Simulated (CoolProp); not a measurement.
m-xylene along the isobar 1.44 MPa: fugacity coefficient from the reference equation and from simpler models built on Tc = 616.9 K, pc = 3.535 MPa, ω = 0.326; each cubic takes its own stable root.

The numbers come from the reference Helmholtz-energy equation of state, Zhou 2012 in CoolProp.

```csv
T (K),phase,reference
375.1,liquid,0.02409
391.7,liquid,0.04042
408.3,liquid,0.06431
424.9,liquid,0.09771
441.4,liquid,0.1422
458,liquid,0.2001
474.6,liquid,0.2726
491.2,liquid,0.3608
507.7,liquid,0.4645
```

Question: How far does each simpler model (van der Waals, Peng-Robinson) lie from the reference over these 9 states: mean and median of the absolute difference, and the worst?

Answer: 
- van der Waals: mean 330.1 %, median 245.5 %, worst +847.7 % at 375.1 K and 1.44 MPa
- Peng-Robinson: mean 0.6 %, median 0.6 %, worst +0.7 % at 507.7 K and 1.44 MPa

At some of these states van der Waals gives the other phase, because its saturation line lies elsewhere.
